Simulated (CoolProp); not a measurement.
1000 sccm (0 °C, 1 atm) of nitrogen bubbles through liquid octamethyltrisiloxane (MDM) at 337.9 K and leaves saturated at a total pressure of 0.0984 MPa (ideal gas phase). Each further row changes one setting.

Model: reference Helmholtz-energy equation of state, Thol 2017, in CoolProp.

```tsv
case	vapour pressure (kPa)	mole fraction of vapour	delivery (mg/min)	delivery (sccm)	change of delivery for a bath 1 K warmer (%)
as stated	4.59	0.0466	516	48.9	5.1
bath temperature 342.9 K	5.79	0.0588	660	62.5	5.0
total pressure 0.197 MPa	4.59	0.0233	252	23.8	5.0
```
